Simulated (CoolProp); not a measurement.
Saturation properties of n-butane.

The numbers come from the reference Helmholtz-energy equation of state, Bücker 2006 in CoolProp.

```json
[
 {"T (K)": "336.2", "p (kPa)": "687.2", "liquid density (kg/m³)": "525.0", "liquid cp (kJ/(kg K))": "2.697", "vapour Z": "0.8448", "liquid conductivity (mW/(m K))": "90.2"},
 {"T (K)": "338.9", "p (kPa)": "732.8", "liquid density (kg/m³)": "521.2", "liquid cp (kJ/(kg K))": "2.719", "vapour Z": "0.8377", "liquid conductivity (mW/(m K))": "89.3"},
 {"T (K)": "341.5", "p (kPa)": "778.8", "liquid density (kg/m³)": "517.6", "liquid cp (kJ/(kg K))": "2.742", "vapour Z": "0.8307", "liquid conductivity (mW/(m K))": "88.4"},
 {"T (K)": "344.2", "p (kPa)": "828.8", "liquid density (kg/m³)": "513.7", "liquid cp (kJ/(kg K))": "2.765", "vapour Z": "0.8232", "liquid conductivity (mW/(m K))": "87.5"},
 {"T (K)": "346.8", "p (kPa)": "879.1", "liquid density (kg/m³)": "509.9", "liquid cp (kJ/(kg K))": "2.789", "vapour Z": "0.8157", "liquid conductivity (mW/(m K))": "86.6"},
 {"T (K)": "349.5", "p (kPa)": "933.8", "liquid density (kg/m³)": "505.9", "liquid cp (kJ/(kg K))": "2.815", "vapour Z": "0.8078", "liquid conductivity (mW/(m K))": "85.7"},
 {"T (K)": "352.1", "p (kPa)": "988.7", "liquid density (kg/m³)": "502.0", "liquid cp (kJ/(kg K))": "2.841", "vapour Z": "0.7999", "liquid conductivity (mW/(m K))": "84.8"},
 {"T (K)": "354.8", "p (kPa)": "1048", "liquid density (kg/m³)": "497.9", "liquid cp (kJ/(kg K))": "2.868", "vapour Z": "0.7914", "liquid conductivity (mW/(m K))": "84.0"},
 {"T (K)": "357.4", "p (kPa)": "1108", "liquid density (kg/m³)": "493.8", "liquid cp (kJ/(kg K))": "2.896", "vapour Z": "0.7830", "liquid conductivity (mW/(m K))": "83.1"},
 {"T (K)": "360", "p (kPa)": "1170", "liquid density (kg/m³)": "489.6", "liquid cp (kJ/(kg K))": "2.926", "vapour Z": "0.7744", "liquid conductivity (mW/(m K))": "82.3"},
 {"T (K)": "362.7", "p (kPa)": "1238", "liquid density (kg/m³)": "485.2", "liquid cp (kJ/(kg K))": "2.958", "vapour Z": "0.7651", "liquid conductivity (mW/(m K))": "81.4"},
 {"T (K)": "365.3", "p (kPa)": "1305", "liquid density (kg/m³)": "480.9", "liquid cp (kJ/(kg K))": "2.991", "vapour Z": "0.7560", "liquid conductivity (mW/(m K))": "80.6"},
 {"T (K)": "368", "p (kPa)": "1378", "liquid density (kg/m³)": "476.3", "liquid cp (kJ/(kg K))": "3.027", "vapour Z": "0.7461", "liquid conductivity (mW/(m K))": "79.8"},
 {"T (K)": "370.6", "p (kPa)": "1451", "liquid density (kg/m³)": "471.7", "liquid cp (kJ/(kg K))": "3.064", "vapour Z": "0.7363", "liquid conductivity (mW/(m K))": "79.0"},
 {"T (K)": "373.3", "p (kPa)": "1530", "liquid density (kg/m³)": "466.8", "liquid cp (kJ/(kg K))": "3.104", "vapour Z": "0.7258", "liquid conductivity (mW/(m K))": "78.2"}
]
```

It boils at 272.7 K under 1 atm.

Thermal conductivity comes from a separate model (Perkins 2002).
